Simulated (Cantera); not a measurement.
Charge: 1 mol Si₃N₄, 1.2 mol H₂O, 740 mol H₂, equilibrated at 1002 °C and 7.50 Torr.

These are equilibrium values from Cantera (NASA tables, ideal gas, pure condensed phases), not measurements of a reactor. Candidate condensed phases: H₂O, Si, SiO₂, Si₂N₂O, Si₃N₄; 35 gas species. Mutual solubility and eutectic melting of coexisting phases are not modelled. Kinetics and transport are ignored.

Base state: H₂ 0.999, N₂ 0.000539 (mole fractions); condensed: Si₂N₂O(s) + Si₃N₄(s).

Q: What changes in the equilibrium state with this change: pressure from 7.50 Torr to 0.000900 Torr?

A: 
| species | before | after |
|---|---|---|
| H₂ | 0.999 | 0.995 |
| N₂ | 0.000539 | 0.00269 |
| SiO | 4.89e-8 | 0.00161 |
| Si | <1e-9 | 1.61e-5 |
| H | 7.37e-6 | 0.000671 |
| Si₂N₂O(s), mol | 1.20 | 0 |
| Si₃N₄(s), mol | 0.200 | 0 |
| Si(s), mol | 0 | 1.79 |

Q: What changes in the equilibrium state with this change: temperature from 1002 °C to 1502 °C?

A: 
```csv
species,before,after
H₂,0.999,0.993
H,7.37e-6,0.00288
N₂,0.000539,0.00268
SiO,4.89e-8,0.00161
Si,<1e-9,0.000220
SiH,<1e-9,2.68e-5
SiH₂,6.43e-9,2.48e-5
"Si₂N₂O(s), mol",1.20,0
"Si₃N₄(s), mol",0.200,0
"Si(l), mol",0,1.59
```
Gases not in the tables: Si₂H₆ and higher silanes.
